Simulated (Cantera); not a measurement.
NO annealing gas

An isothermal, constant-pressure homogeneous reactor starts with 34.5 % NO, 65.5 % N2, at 2100 K and 0.0670 bar.

Computed with Cantera and GRI-Mech 3.0 (53 species, 325 reactions).

```
t (s)        x NO    x NO2    x N2O      x O2   x N2
--------  -------  -------  -------  --------  -----
0.000200    0.345  3.65e-8  3.58e-6   2.08e-8  0.655
0.000485    0.345  1.83e-7  8.32e-6   1.25e-7  0.655
0.00118     0.345  7.89e-7  1.82e-5   7.82e-7  0.655
0.00285     0.345  2.79e-6  3.48e-5   5.27e-6  0.655
0.00691     0.344  8.01e-6  5.12e-5   3.86e-5  0.655
0.0168      0.344  1.60e-5  5.40e-5  0.000265  0.656
0.0406      0.342  2.10e-5  5.12e-5   0.00124  0.657
0.0985      0.336  2.47e-5  4.86e-5   0.00397  0.659
0.239       0.322  3.16e-5  4.30e-5    0.0111  0.666
0.579       0.283  4.17e-5  3.12e-5    0.0303  0.686
1.40        0.192  4.36e-5  1.31e-5    0.0757  0.731
3.40       0.0666  2.05e-5  1.53e-6     0.138  0.793
8.25       0.0145  4.88e-6  1.74e-7     0.164  0.819
20.0      0.00915  3.10e-6  1.35e-7     0.167  0.822
```
x: mole fraction; the columns are a selection and need not sum to one.

Equilibrium at this temperature and pressure: NO 0.00909, NO2 3.08e-6, N2O 1.34e-7, O2 0.167, N2 0.822 (gas phase only).
